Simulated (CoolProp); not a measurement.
Model: reference Helmholtz-energy equation of state, Zhou 2012, in CoolProp.

Q: For o-xylene, give the phase and the Z, cp (kJ/(kg K)), expansivity (1/kK) at 257.05 °C and 12.6 bar; 265.45 °C and 12.6 bar; 282.35 °C and 12.6 bar.

A: 
- 257.05 °C and 12.6 bar: liquid; Z 0.0473, cp 2.66, expansivity 2.31
- 265.45 °C and 12.6 bar: liquid; Z 0.0475, cp 2.71, expansivity 2.53
- 282.35 °C and 12.6 bar: gas; Z 0.764, cp 2.45, expansivity 4.65
